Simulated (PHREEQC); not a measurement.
**City or well water (model solution)**

Synthetic water in mg/kgw, 20 °C, pH 7.76, pe 2.2: Na 4.7; K 13.5; Ca 14.2; Mg 5.11; Cl 3.21; S(6) as SO4 15; Alkalinity as HCO3 75.3; Sr 1.09; Br 0.636; Zn 0.198; Mn(2) 0.254.

Valence states are taken as typed.

The numbers come from PHREEQC with the ion-association model, phreeqc.dat.

The ionic strength is 0.00236 mol/kgw and the specific conductance is 156 µS/cm. The charge-balance error is 2.2 %.

```json
[
 {"species": "HCO3-", "molality": "0.00121", "activity": "0.00115", "log γ": "-0.023"},
 {"species": "K+", "molality": "0.000345", "activity": "0.000327", "log γ": "-0.023"},
 {"species": "Ca+2", "molality": "0.000344", "activity": "0.000279", "log γ": "-0.091"},
 {"species": "Na+", "molality": "0.000204", "activity": "0.000194", "log γ": "-0.023"},
 {"species": "Mg+2", "molality": "0.000203", "activity": "0.000165", "log γ": "-0.090"},
 {"species": "SO4-2", "molality": "0.000146", "activity": "0.000118", "log γ": "-0.091"},
 {"species": "Cl-", "molality": "9.05e-5", "activity": "8.58e-5", "log γ": "-0.023"}
]
```

Precipitation was switched off in this run. Complexes and solids missing from the database can't appear. The database's zinc carbonate complexes are estimates, stronger than later reviews accept.
